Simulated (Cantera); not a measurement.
Input: 1 mol c-C4F8, 3.5 mol H2, 0.012 mol F2, held at 2075 K and 0.0133 bar.

Method: chemical equilibrium by Gibbs-energy minimisation in Cantera with the NASA 1993 tables (ideal gas, pure condensed phases). Candidate condensed phases: C, C6H6, C7H8, C8H18; 95 gas species. The feed counts by its element totals alone. Gases not in the tables: C2F6 and larger saturated fluorocarbons. The numbers say what is thermodynamically allowed, not how fast it happens.

Base state: HF 0.938, CF2 0.0230, F 0.0207, CF4 0.0171, CF3 0.000659, CF 0.000137, H 1.33e-5 (mole fractions); condensed: C(graphite).

Question: What changes in the equilibrium state with this change: pressure from 0.0133 bar to 3.10e-5 bar?

Answer: 
```csv
species,before,after
HF,0.938,0.872
F,0.0207,0.124
CF2,0.0230,0.00191
CF4,0.0171,2.75e-7
CF3,0.000659,7.61e-7
H,1.33e-5,0.000888
CF,0.000137,0.000822
"C(graphite), mol",3.69,3.98
```

Question: What changes in the equilibrium state with this change: temperature from 2075 K to 1723 K?

Answer: 
```
species             before     after
----------------  --------  --------
HF                   0.938     0.964
CF4                 0.0171    0.0344
CF2                 0.0230   0.00124
F                   0.0207  0.000579
CF                0.000137   5.43e-7
H                  1.33e-5   4.62e-7
C(graphite), mol      3.69      3.74
```
